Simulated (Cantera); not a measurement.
What does this Cantera script print?

```python
import numpy as np
import cantera as ct

gas_names = [...]  # 113 gases of nasa_gas.yaml made of C, H, O, Ti
cond_names = """
    C(gr) C6H6(L) C7H8(L) C8H18(L),n-octa H2O(s) H2O(L) Ti(a) Ti(b) Ti(L) TiC(s) TiC(L) TiO(a) TiO(b)
    TiO(L) TiO2(ru) TiO2(L) Ti2O3(a) Ti2O3(b) Ti2O3(L) Ti3O5(a) Ti3O5(b) Ti3O5(L) Ti4O7(s) Ti4O7(L)
""".split()


# ... load() reads the species with a 1 bar reference pressure and builds the phases ...
atoms = {
    'TiO2': {'Ti': 1, 'O': 2},
    'CO': {'C': 1, 'O': 1},
    'H2': {'H': 2},
}
top_T = {'C(gr)': 4500}  # K; cautious upper limits of use, not melting points


# ... equilibrate(T, P, feed) seeds the gas with the atoms and calls Mixture.equilibrate('TP', solver="vcs", rtol=1e-11, max_steps=5000) ...
results = []
feed = {'TiO2': 1, 'CO': 6.2, 'H2': 16}  # mol
P = 38  # Pa
for T in [1398, 1498, 1598, 1698, 1798, 1898, 1998, 2098, 2198, 2298, 2398, 2498, 2598]:
    mix = equilibrate(T, P, feed)
    results.append((T, P, feed, dict(zip(mix.species_names, mix.species_moles))))
    x = sorted(zip(gas.X, gas.species_names), reverse=True)
    print(f"T = {T:g} K  P = {P:g} Pa  gas = {mix.phase_moles(0):.4g} mol")
    print("   x: " + "  ".join(f"{s} {v:.3e}" for v, s in x if v > 1e-05))
    print("   condensed (mol): " + ("  ".join(f"{mix.phase(i).name} {mix.phase_moles(i):.4g}"
          for i in range(1, mix.n_phases) if mix.phase_moles(i) > 1e-12) or "none"))
```

Output:

```
T = 1398 K  P = 38 Pa  gas = 22.2 mol
   x: H2 7.154e-01  CO 2.783e-01  H2O 5.155e-03  CO2 9.273e-04  H 2.053e-04
   condensed (mol): TiO2(ru) 0.4599  Ti4O7(s) 0.135
T = 1498 K  P = 38 Pa  gas = 22.21 mol
   x: H2 7.103e-01  CO 2.777e-01  H2O 9.775e-03  CO2 1.482e-03  H 7.430e-04
   condensed (mol): Ti4O7(s) 0.25
T = 1598 K  P = 38 Pa  gas = 22.23 mol
   x: H2 7.088e-01  CO 2.777e-01  H2O 9.947e-03  H 2.299e-03  CO2 1.300e-03
   condensed (mol): Ti4O7(s) 0.25
T = 1698 K  P = 38 Pa  gas = 22.27 mol
   x: H2 7.020e-01  CO 2.769e-01  H2O 1.341e-02  H 6.215e-03  CO2 1.551e-03
   condensed (mol): Ti3O5(b) 0.3333
T = 1798 K  P = 38 Pa  gas = 22.37 mol
   x: H2 6.943e-01  CO 2.758e-01  H 1.505e-02  H2O 1.348e-02  CO2 1.404e-03  OH 1.920e-05
   condensed (mol): Ti3O5(b) 0.3333
T = 1898 K  P = 38 Pa  gas = 22.57 mol
   x: H2 6.788e-01  CO 2.734e-01  H 3.304e-02  H2O 1.342e-02  CO2 1.287e-03  OH 5.344e-05  TiO2 4.169e-05  TiO 2.008e-05
   condensed (mol): Ti3O5(b) 0.3329
T = 1998 K  P = 38 Pa  gas = 22.97 mol
   x: H2 6.500e-01  CO 2.687e-01  H 6.635e-02  H2O 1.320e-02  CO2 1.192e-03  TiO2 2.454e-04  TiO 1.623e-04  OH 1.341e-04  O 1.001e-05
   condensed (mol): Ti3O5(b) 0.3302
T = 2098 K  P = 38 Pa  gas = 23.7 mol
   x: H2 6.008e-01  CO 2.604e-01  H 1.224e-01  H2O 1.285e-02  TiO2 1.129e-03  CO2 1.129e-03  TiO 9.670e-04  OH 3.105e-04  O 4.511e-05
   condensed (mol): Ti3O5(L) 0.3168
T = 2198 K  P = 38 Pa  gas = 25.01 mol
   x: H2 5.233e-01  CO 2.468e-01  H 2.067e-01  H2O 1.272e-02  TiO2 4.250e-03  TiO 4.243e-03  CO2 1.137e-03  OH 6.990e-04  O 1.925e-04
   condensed (mol): Ti3O5(L) 0.2624
T = 2298 K  P = 38 Pa  gas = 27.37 mol
   x: H2 4.127e-01  H 3.156e-01  CO 2.252e-01  TiO2 1.489e-02  TiO 1.460e-02  H2O 1.322e-02  OH 1.625e-03  CO2 1.289e-03  O 8.488e-04  Ti 3.675e-05  O2 1.136e-05
   condensed (mol): Ti3O5(L) 0.06391
T = 2398 K  P = 38 Pa  gas = 29.97 mol
   x: H 4.430e-01  H2 3.003e-01  CO 2.057e-01  TiO 1.759e-02  TiO2 1.572e-02  H2O 1.066e-02  OH 2.882e-03  O 2.848e-03  CO2 1.236e-03  Ti 5.839e-05  O2 4.185e-05
   condensed (mol): none
T = 2498 K  P = 38 Pa  gas = 32.79 mol
   x: H 5.666e-01  H2 1.964e-01  CO 1.881e-01  TiO 1.835e-02  TiO2 1.205e-02  O 7.206e-03  H2O 6.364e-03  OH 3.796e-03  CO2 9.841e-04  O2 9.584e-05  Ti 9.465e-05
   condensed (mol): none
T = 2598 K  P = 38 Pa  gas = 35.5 mol
   x: H 6.624e-01  CO 1.740e-01  H2 1.150e-01  TiO 2.014e-02  O 1.337e-02  TiO2 7.832e-03  OH 3.585e-03  H2O 2.697e-03  CO2 6.311e-04  Ti 1.985e-04  O2 1.276e-04
   condensed (mol): none
```

These are equilibrium values from Cantera (NASA tables, ideal gas, pure condensed phases), not measurements of a reactor. Mutual solubility and eutectic melting of coexisting phases are not modelled. Condensed phases not in the tables: Magnéli phases beyond Ti4O7.
